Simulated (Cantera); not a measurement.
Charge: 1 mol SiO2, 6 mol CO, 0.4 mol N2, at 0.000490 bar.

These are equilibrium values from Cantera (NASA tables, ideal gas, pure condensed phases), not measurements of a reactor. Candidate condensed phases: C, Si, SiC, SiO2, Si2N2O, Si3N4; 34 gas species. The tables hold silica as quartz up to 1696 K and as liquid above; real silica turns to tridymite and cristobalite and melts near 1996 K. Equilibrium is a limit: real reactors are often held back by kinetics, nucleation or transport.

Which condensed phases are stable at each of these points (T (K)): 1423, 1523, 1623, 1723, 1823, 1923, 2023, 2123, 2223?


```json
[
 {"T (K)": "1423", "condensed phases": "SiO2(β-quartz)", "Si condensed (%)": "99.8"},
 {"T (K)": "1523", "condensed phases": "SiO2(β-quartz)", "Si condensed (%)": "99.0"},
 {"T (K)": "1623", "condensed phases": "SiO2(β-quartz)", "Si condensed (%)": "96.6"},
 {"T (K)": "1723", "condensed phases": "SiO2(condensed)", "Si condensed (%)": "89.9"},
 {"T (K)": "1823", "condensed phases": "SiO2(condensed)", "Si condensed (%)": "73.9"},
 {"T (K)": "1923", "condensed phases": "SiO2(condensed)", "Si condensed (%)": "39.1"},
 {"T (K)": "2023", "condensed phases": "gas only", "Si condensed (%)": "0.0"},
 {"T (K)": "2123", "condensed phases": "gas only", "Si condensed (%)": "0.0"},
 {"T (K)": "2223", "condensed phases": "gas only", "Si condensed (%)": "0.0"}
]
```

From 1423 K to 1623 K the condensed part is SiO2(β-quartz). From 1723 K to 1923 K the condensed part is SiO2(condensed). From 2023 K to 2223 K nothing is condensed.
